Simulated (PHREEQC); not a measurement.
Synthetic water in mmol/kgw, 25 °C, pH 2.76, pe 9.8:

```
constituent  mmol/kgw
-----------  --------
Na               2.07
K               0.202
Ca               1.37
Mg            0.00583
Cl               1.36
S(6)             3.58
B             0.00507
Li             0.0807
Cu(2)          0.0178
F               0.147
```

Valence states are taken as typed.

Model: ion-association model, wateq4f.dat, run in PHREEQC.

```csv
quantity,before,after
ionic strength (mol/kgw),0.0111,0.0294
Ca+2 (mol/kgw),0.00109,0.00278
HSO4- (mol/kgw),0.000359,0.000878
CaSO4 (mol/kgw),0.000274,0.00131
SI of Gypsum (CaSO4:2H2O),-1.28,-0.60
SI of Fluorite (CaF2),-1.35,-0.09
```

### Question
Name the change that produced these shifts.
(A) temperature from 25 to 85 °C at the same typed pH
(B) B from 0.00507 to 0.0152 mmol/kgw
(C) all concentrations times 3 at the same typed pH

### Answer
C, all concentrations times 3 at the same typed pH

This is a speciation only: nothing precipitates in the calculation. Real BF4- forms and hydrolyses slowly; the run takes it at equilibrium.
